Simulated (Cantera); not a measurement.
Cantera run:

```python
import numpy as np
import cantera as ct

gas_names = [...]  # 95 gases of nasa_gas.yaml made of C, F, H
cond_names = """
    C(gr) C6H6(L) C7H8(L) C8H18(L),n-octa
""".split()


# ... load() reads the species with a 1 bar reference pressure and builds the phases ...
atoms = {
    'CF4': {'C': 1, 'F': 4},
    'H2': {'H': 2},
}
top_T = {'C(gr)': 4500}  # K; cautious upper limits of use, not melting points


# ... equilibrate(T, P, feed) seeds the gas with the atoms and calls Mixture.equilibrate('TP', solver="vcs", rtol=1e-11, max_steps=5000) ...
results = []
feed = {'CF4': 1, 'H2': 2.4}  # mol
T = 1625  # K
P = 130  # Pa
mix = equilibrate(T, P, feed)
results.append((T, P, feed, dict(zip(mix.species_names, mix.species_moles))))
print(gas.report(threshold=0.001))
for i in range(1, mix.n_phases):
    print(f"{mix.phase(i).name:16s} {mix.phase_moles(i):12.5e} mol")
```

Output:

```
       temperature   1625 K
          pressure   130 Pa
           density   0.00017671 kg/m^3
  mean mol. weight   18.366 kg/kmol
   phase of matter   gas

                          1 kg             1 kmol
                     ---------------   ---------------
          enthalpy       -1.1284e+07       -2.0724e+08  J
   internal energy        -1.202e+07       -2.2075e+08  J
           entropy             15159         2.784e+05  J/K
    Gibbs function       -3.5917e+07       -6.5964e+08  J
 heat capacity c_p            1782.2             32731  J/K
 heat capacity c_v            1329.4             24416  J/K

                      mass frac. Y      mole frac. X     chem. pot. / RT
                     ---------------   ---------------   ---------------
                HF           0.99002           0.90882           -50.932
                H2         0.0099435          0.090585           -27.886
     [  +93 minor]        3.7319e-05        0.00059256

C(gr)             9.99972e-01 mol
```

These are equilibrium values from Cantera (NASA tables, ideal gas, pure condensed phases), not measurements of a reactor.
